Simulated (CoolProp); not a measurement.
A single-stage vapour-compression cycle with chloromethane (R40): evaporating at 269.15 K (dew point), condensing at 311.15 K (bubble point), superheat 5 K, subcooling 8 K, compressor efficiency 0.65, no pressure losses. Each further row changes one setting.

Computed with CoolProp (reference Helmholtz-energy equation of state, Thol 2014).

| case | cooling COP | pressure ratio | discharge temperature (K) | refrigerating effect (kJ/kg) | volumetric capacity (kJ/m³) |
|---|---|---|---|---|---|
| as stated | ? | 3.69 | 391.2 | 357 | 1880 |
| evaporating temperature 274.15 K | ? | 3.08 | 380.1 | ? | 2240 |
| condensing temperature 306.15 K | 4.24 | 3.22 | ? | 365 | 1920 |
| subcooling 13 K | ? | 3.69 | 391.2 | 365 | 1920 |
| superheat 15 K | 3.61 | 3.69 | ? | 366 | 1840 |
| compressor efficiency 0.55 | 3.11 | 3.69 | ? | 357 | 1880 |

Some entries are withheld; supply them.


- as stated, cooling COP: 3.67
- evaporating temperature 274.15 K, cooling COP: 4.32
- evaporating temperature 274.15 K, refrigerating effect (kJ/kg): 360
- condensing temperature 306.15 K, discharge temperature (K): 378.5
- subcooling 13 K, cooling COP: 3.75
- superheat 15 K, discharge temperature (K): 404.0
- compressor efficiency 0.55, discharge temperature (K): 408.4
